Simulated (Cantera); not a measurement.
Charge: 1 mol Si3N4, 80 mol HCl, 17 mol H2, 0.54 mol H2O, held at 82000 Pa.

Cantera equilibrium calculation (NASA polynomials, part measured and part estimated; ideal gas, pure solids and liquids). Candidate condensed phases: H2O, NH4Cl, Si, SiO2, Si2N2O, Si3N4; 47 gas species. The tables' values for SiCl3 are old estimates; treat these amounts as uncertain. The tables hold silica as quartz up to 1696 K and as liquid above; real silica turns to tridymite and cristobalite and melts near 1996 K. Kinetics and transport are ignored.

### Question
At 1773 K, list the 4 most abundant gas species with their mole fractions, and the condensed phases.

### Answer
HCl 0.731, H2 0.219, N2 0.0204, SiCl4 0.0101. Condensed: SiO2(condensed).
